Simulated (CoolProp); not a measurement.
Computed with CoolProp (reference Helmholtz-energy equation of state, Setzmann 1991).

Problem. Give the vapour pressure (bar), liquid density (kg/m³), vapour density (kg/m³), liquid cp (kJ/(kg K)) of saturated methane at -139.25, -112.25, -103.25 °C.

Solution. 
```json
[
 {"T (°C)": "-139.25", "p (bar)": "4.61", "liquid density (kg/m³)": "388", "vapour density (kg/m³)": "7.41", "liquid cp (kJ/(kg K))": "3.71"},
 {"T (°C)": "-112.25", "p (bar)": "16.5", "liquid density (kg/m³)": "334", "vapour density (kg/m³)": "26.4", "liquid cp (kJ/(kg K))": "4.48"},
 {"T (°C)": "-103.25", "p (bar)": "23.2", "liquid density (kg/m³)": "311", "vapour density (kg/m³)": "38.8", "liquid cp (kJ/(kg K))": "5.18"}
]
```
